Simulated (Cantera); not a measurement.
A closed system holds: 1 mol AlCl3, 5.7 mol O2, 160 mol N2, at 10000 Pa.

These are equilibrium values from Cantera (NASA tables, ideal gas, pure condensed phases), not measurements of a reactor. Candidate condensed phases: Al, AlCl3, AlN, Al2O3; 24 gas species. The numbers say what is thermodynamically allowed, not how fast it happens. All values below are at 1048 K.

Base state: N2 0.961, O2 0.0297, Cl2 0.00890, Cl 0.000230, NO 2.15e-5 (mole fractions); condensed: Al2O3(s).

**Question.** What changes in the equilibrium state with this change: pressure from 10000 Pa to 133 Pa?

**Answer.** 
| species | before | after |
|---|---|---|
| N2 | 0.961 | 0.960 |
| O2 | 0.0297 | 0.0297 |
| Cl2 | 0.00890 | 0.00806 |
| Cl | 0.000230 | 0.00189 |
| NO | 2.15e-5 | 2.15e-5 |
| Al2O3(s), mol | 0.500 | 0.500 |
